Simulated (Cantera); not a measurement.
Input: 1 mol ZrO2, 1.3 mol H2, 0.59 mol N2, at 200000 Pa.

Method: chemical equilibrium by Gibbs-energy minimisation in Cantera with the NASA 1993 tables (ideal gas, pure condensed phases). Candidate condensed phases: H2O, Zr, ZrN, ZrO2; 28 gas species. Mutual solubility and eutectic melting of coexisting phases are not modelled. ZrN: taken at fixed stoichiometry. Condensed phases not in the tables: solid solutions among these carbides, nitrides and lower oxides. Rates play no part.

x: gas mole fraction; n: condensed amount in mol.

```json
[
 {"T (K)": "1548", "x H2": "0.688", "x N2": "0.312", "x H": "1.81e-5", "x H2O": "2.25e-5", "x NH3": "3.43e-5", "x NH2": "2.50e-9", "n ZrO2(tetragonal)": "1.000", "n ZrN(s)": "0"},
 {"T (K)": "1648", "x H2": "0.688", "x N2": "0.312", "x H": "5.22e-5", "x H2O": "3.79e-5", "x NH3": "2.63e-5", "x NH2": "5.95e-9", "n ZrO2(tetragonal)": "1.000", "n ZrN(s)": "0"},
 {"T (K)": "1748", "x H2": "0.688", "x N2": "0.312", "x H": "0.000134", "x H2O": "6.00e-5", "x NH3": "2.08e-5", "x NH2": "1.28e-8", "n ZrO2(tetragonal)": "1.000", "n ZrN(s)": "0"},
 {"T (K)": "1848", "x H2": "0.687", "x N2": "0.312", "x H": "0.000311", "x H2O": "9.03e-5", "x NH3": "1.69e-5", "x NH2": "2.54e-8", "n ZrO2(tetragonal)": "1.000", "n ZrN(s)": "0"},
 {"T (K)": "1948", "x H2": "0.687", "x N2": "0.312", "x H": "0.000662", "x H2O": "0.000130", "x NH3": "1.40e-5", "x NH2": "4.69e-8", "n ZrO2(tetragonal)": "1.000", "n ZrN(s)": "___"},
 {"T (K)": "2048", "x H2": "0.687", "x N2": "0.312", "x H": "0.00131", "x H2O": "0.000181", "x NH3": "1.18e-5", "x NH2": "8.16e-8", "n ZrO2(tetragonal)": "1.000", "n ZrN(s)": "___"},
 {"T (K)": "2148", "x H2": "0.686", "x N2": "0.312", "x H": "0.00244", "x H2O": "0.000245", "x NH3": "1.01e-5", "x NH2": "1.35e-7", "n ZrO2(tetragonal)": "1.000", "n ZrN(s)": "___"}
]
```

### Question
What belongs in the gaps?

### Answer

- 1948, n ZrN(s): 0.000123
- 2048, n ZrN(s): 0.000172
- 2148, n ZrN(s): 0.000232
